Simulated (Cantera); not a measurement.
A closed system holds: 1 mol SiF4, 0.46 mol C3H8, 3.8 mol H2, at 0.0133 bar.

Cantera equilibrium calculation (NASA polynomials, part measured and part estimated; ideal gas, pure solids and liquids). Candidate condensed phases: C, C6H6, C7H8, C8H18, Si, SiC; 113 gas species. Kinetics and transport are ignored.

### Question
Which condensed phases are stable at each of these points (T (K)): 1048, 1073, 1098, 1123, 1148, 1173, 1198, 1223, 1248, 1273, 1298, 1323?

### Answer
| T (K) | condensed phases | Si condensed (%) |
|---|---|---|
| 1048 | C(graphite) | 0.0 |
| 1073 | C(graphite) | 0.0 |
| 1098 | C(graphite) | 0.0 |
| 1123 | C(graphite) | 0.0 |
| 1148 | C(graphite) | 0.0 |
| 1173 | C(graphite) | 0.0 |
| 1198 | C(graphite) | 0.0 |
| 1223 | C(graphite) | 0.0 |
| 1248 | C(graphite) | 0.0 |
| 1273 | C(graphite) | 0.0 |
| 1298 | C(graphite) + SiC(s) | 0.0 |
| 1323 | C(graphite) + SiC(s) | 0.0 |

From 1048 K to 1273 K the condensed part is C(graphite). From 1298 K to 1323 K the condensed part is C(graphite) + SiC(s).
